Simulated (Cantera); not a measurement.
An isothermal, constant-pressure homogeneous reactor starts with C3H8 : H2 = 1 : 4.9 (molar parts), at 1548 K and 0.132 atm.

Model: GRI-Mech 3.0 (53 species, 325 reactions), integrated in Cantera. GRI-Mech 3.0 was tuned for natural gas; its chemistry of propane as a main component is partial and can be far from experiment. GRI-Mech 3.0 stops at C3 and has no aromatics, soot or wall deposition, so with more carbon than oxygen in the feed, carbon stays in small species such as C2H2 where larger ones or solid carbon would form.

One state of this run: x C3H8 = 0.0221; x H2 = 0.731; x C2H2 = 0.00763; x CH3 = 0.00821; x CH2 = 4.25e-6. x: mole fraction; the columns are a selection and need not sum to one.

Task: Which value of t (s) does it belong to?
A. 0.0190
B. 3.25
C. 2.00e-5
D. 0.000111

Result: D, 0.000111
